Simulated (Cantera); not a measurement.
An adiabatic, constant-pressure homogeneous reactor starts with 7.49 % CO, 7.41 % H₂, 2.92 % CH₄, 17.3 % O₂, 64.9 % N₂, at 1123 K and 0.420 bar.

Cantera simulation using GRI-Mech 3.0 (53 species, 325 reactions); the numbers are that mechanism's predictions, not measurements.

x: mole fraction; the columns are a selection and need not sum to one.

```csv
t (s),T (K),x CO,x H₂,x CH₄,x C₂H₆,x O,x HO₂
1.00e-6,1123,0.0749,0.0741,0.0292,<1e-12,6.77e-11,9.91e-11
2.98e-6,1123,0.0749,0.0741,0.0292,<1e-12,1.80e-10,2.99e-10
8.91e-6,1123,0.0749,0.0741,0.0292,<1e-12,4.54e-10,9.31e-10
2.66e-5,1123,0.0749,0.0741,0.0292,<1e-12,1.38e-9,___
7.94e-5,1123,0.0749,0.0741,0.0292,2.04e-12,9.18e-9,___
0.000237,1123,0.0748,0.0741,0.0292,6.20e-8,1.22e-6,___
0.000707,1865,0.0466,0.0153,<1e-12,<1e-12,0.0233,___
0.00211,2422,0.0276,0.00686,<1e-12,<1e-12,0.00715,___
0.00630,2500,0.0225,0.00525,<1e-12,<1e-12,0.00505,4.39e-6
0.0188,2496,0.0224,0.00524,<1e-12,<1e-12,0.00484,4.23e-6
0.0561,2492,0.0223,0.00522,<1e-12,<1e-12,0.00465,4.08e-6
0.168,2491,0.0223,0.00522,<1e-12,<1e-12,0.00462,4.06e-6
0.500,2491,0.0223,0.00522,<1e-12,<1e-12,0.00462,4.06e-6
```

**Question.** Fill in the missing entries.

**Answer.** 
- 2.66e-5, x HO₂: 3.22e-9
- 7.94e-5, x HO₂: 1.80e-8
- 0.000237, x HO₂: 1.74e-6
- 0.000707, x HO₂: 7.30e-6
- 0.00211, x HO₂: 3.51e-6
